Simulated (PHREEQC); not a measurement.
A PHREEQC speciation (ion-association model, wateq4f.dat) at 25 °C gives pH 2.07 and these molalities:

```csv
species,mol/kgw
H+,0.00939
SO4-2,0.00424
HSO4-,0.00241
AlSO4+,0.000848
Al+3,0.000241
Al(SO4)2-,6.95e-5
AlHSO4+2,9.26e-7
AlOH+2,1.75e-7
```

What are the element totals, and what could have been dissolved in 1 kg of water to give them?

One answer among several that fit: totals Al 0.00116, S(6) 0.00764 mol/kgw, from 0.0059 mol H2SO4 and 0.00058 mol Al2(SO4)3 per kg of water.

No solid was allowed to form.
